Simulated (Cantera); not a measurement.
A closed system holds: 1 mol Fe, 0.56 mol H2S, 1.6 mol N2, 2.2 mol NH3, at 1330 Pa.

Method: chemical equilibrium by Gibbs-energy minimisation in Cantera with the NASA 1993 tables (ideal gas, pure condensed phases). Candidate condensed phases: Fe, FeS, FeS2, S; 16 gas species. Metal and sulfide melt together well below either melting point, which pure phases cannot show. Mutual solubility and eutectic melting of coexisting phases are not modelled. FeS: taken at fixed stoichiometry. Kinetics and transport are ignored.

Task: What share of the Fe ends up in condensed phases as a function of T (K), at 1450, 1500, 1550, 1600, 1650, 1700, 1750, 1800, 1850, 1900, 1950?

Result: 
```csv
T (K),Fe condensed (%),as
1450,100.0,Fe(γ) + FeS(s)
1500,100.0,Fe(γ) + FeS(l)
1550,100.0,Fe(γ) + FeS(l)
1600,99.9,Fe(γ) + FeS(l)
1650,99.9,Fe(γ) + FeS(l)
1700,99.7,Fe(δ) + FeS(l)
1750,99.3,Fe(δ) + FeS(l)
1800,98.5,Fe(δ)
1850,97.0,Fe(l)
1900,94.2,Fe(l)
1950,89.3,Fe(l)
```
